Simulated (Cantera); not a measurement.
Input (Python, Cantera) and output of one run.

```python
import numpy as np
import cantera as ct

gas_names = [...]  # 109 gases of nasa_gas.yaml made of C, Cl, H, Si
cond_names = """
    C(gr) C6H6(L) C7H8(L) C8H18(L),n-octa Si(cr) Si(L) SiC(b)
""".split()


# ... load() reads the species with a 1 bar reference pressure and builds the phases ...
atoms = {
    'CH3SiCl3': {'C': 1, 'H': 3, 'Si': 1, 'CL': 3},
    'HCl': {'H': 1, 'CL': 1},
    'H2': {'H': 2},
}
top_T = {'C(gr)': 4500, 'SiC(b)': 3050}  # K; cautious upper limits of use, not melting points


# ... equilibrate(T, P, feed) seeds the gas with the atoms and calls Mixture.equilibrate('TP', solver="gibbs", rtol=1e-10, max_steps=50000) ...
results = []
feed = {'CH3SiCl3': 1, 'HCl': 0.94, 'H2': 19}  # mol
P = 1300  # Pa
for T in [1248, 1398, 1548, 1698, 1848, 1998, 2148, 2298, 2448, 2598]:
    mix = equilibrate(T, P, feed)
    results.append((T, P, feed, dict(zip(mix.species_names, mix.species_moles))))

top = {s: max(r[3][s] / sum(r[3][g] for g in gas_names) for r in results) for s in gas_names}
cols = sorted((s for s in top if top[s] > 1e-06), key=lambda s: -top[s])[:7]
seen = [c for c in cond_names if any(r[3].get(c, 0) > 1e-12 for r in results)]
print("log10 of partial pressures in bar; condensed amounts in mol")
print(f"{'T/K':>10s}" + "".join(f"{s[:9]:>10s}" for s in cols + seen))
for T, P, feed, n in results:
    ng = sum(n[g] for g in gas_names)
    print(f"{T:10.4g}" + "".join(f"{np.log10(max(n[s] / ng * P / 1e5, 1e-99)):10.3f}" for s in cols)
          + "".join(f"{n.get(c, 0):10.4g}" for c in seen))
```

Output:

```
log10 of partial pressures in bar; condensed amounts in mol
       T/K        H2         H       HCL        CL        Si C2H2,acet      SiC2     C(gr)    SiC(b)
      1248    -1.967    -7.314    -2.655    -8.070   -13.761    -8.581   -17.653  0.009369    0.9883
      1398    -1.968    -6.309    -2.654    -7.080   -11.431    -7.578   -14.597   0.01225    0.9868
      1548    -1.967    -5.495    -2.657    -6.282    -9.556    -6.772   -12.141   0.02319    0.9758
      1698    -1.968    -4.824    -2.661    -5.627    -8.016    -6.110   -10.127   0.03898     0.958
      1848    -1.969    -4.260    -2.669    -5.079    -6.728    -5.558    -8.446   0.05678    0.9333
      1998    -1.972    -3.781    -2.681    -4.618    -5.636    -5.092    -7.023   0.07306    0.8976
      2148    -1.982    -3.371    -2.703    -4.228    -4.698    -4.700    -5.803    0.1022    0.8181
      2298    -2.008    -3.023    -2.745    -3.902    -3.884    -4.377    -4.747    0.2756    0.4793
      2448    -2.060    -2.731    -2.791    -3.611    -3.504    -4.123    -4.157    0.3776         0
      2598    -2.134    -2.486    -2.862    -3.369    -3.502    -3.937    -3.981         0         0
```

Cantera equilibrium calculation (NASA polynomials, part measured and part estimated; ideal gas, pure solids and liquids). The feed counts by its element totals alone. The tables' values for SiCl, SiCl3 are old estimates; treat these amounts as uncertain. Gases not in the tables: Si2H6 and higher silanes.
